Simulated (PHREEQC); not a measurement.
Make-up at 25 °C: 4.6 mmol/kgw Pb(NO3)2, 1.8 mmol/kgw NaNO3 and 43 mmol/kgw Na2SO4. Closed to the air; pH follows from the charge balance.

The numbers come from PHREEQC with the ion-association model, wateq4f.dat.

Question: The ionic strength comes out as 0.121 mol/kgw. What activity coefficients do Pb+2, Pb(SO4)2-2, NaSO4-, Na+, HSO4- get?

Answer: Pb+2 0.35, Pb(SO4)2-2 0.35, NaSO4- 0.78, Na+ 0.77, HSO4- 0.76.

This is a speciation only: nothing precipitates in the calculation. The solution is supersaturated, for example in Anglesite, Larnakite, so a real one may precipitate; this is no full list. Species that the database lacks are ignored.
